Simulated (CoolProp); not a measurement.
A closed Brayton cycle with nitrogen: compressor inlet 319.15 K and 5.2 MPa, high pressure 12.5 MPa, turbine inlet 715 K, compressor efficiency 0.89, turbine efficiency 0.85, recuperator effectiveness 0.95 (on enthalpy, no pinch check). Each further row changes one setting.

Computed with CoolProp (reference Helmholtz-energy equation of state, Span 2000).

```json
[
 {"case": "as stated", "thermal efficiency (%)": "?", "net work (kJ/kg)": "36.7", "compressor to turbine work": "0.75", "compressor exit (K)": "422.8", "turbine exit (K)": "584.9"},
 {"case": "turbine inlet 665 K", "thermal efficiency (%)": "?", "net work (kJ/kg)": "?", "compressor to turbine work": "0.80", "compressor exit (K)": "422.8", "turbine exit (K)": "542.8"},
 {"case": "compressor inlet 329.15 K", "thermal efficiency (%)": "21.0", "net work (kJ/kg)": "33.1", "compressor to turbine work": "?", "compressor exit (K)": "435.9", "turbine exit (K)": "584.9"},
 {"case": "high pressure 10.6 MPa", "thermal efficiency (%)": "?", "net work (kJ/kg)": "?", "compressor to turbine work": "0.71", "compressor exit (K)": "?", "turbine exit (K)": "607.3"},
 {"case": "recuperator effectiveness 0.5", "thermal efficiency (%)": "15.5", "net work (kJ/kg)": "36.7", "compressor to turbine work": "0.75", "compressor exit (K)": "422.8", "turbine exit (K)": "584.9"}
]
```

Fill in the missing entries.


- as stated, thermal efficiency (%): 23.1
- turbine inlet 665 K, thermal efficiency (%): 18.1
- turbine inlet 665 K, net work (kJ/kg): 26.4
- compressor inlet 329.15 K, compressor to turbine work: 0.77
- high pressure 10.6 MPa, thermal efficiency (%): 25.5
- high pressure 10.6 MPa, net work (kJ/kg): 34.7
- high pressure 10.6 MPa, compressor exit (K): 401.3
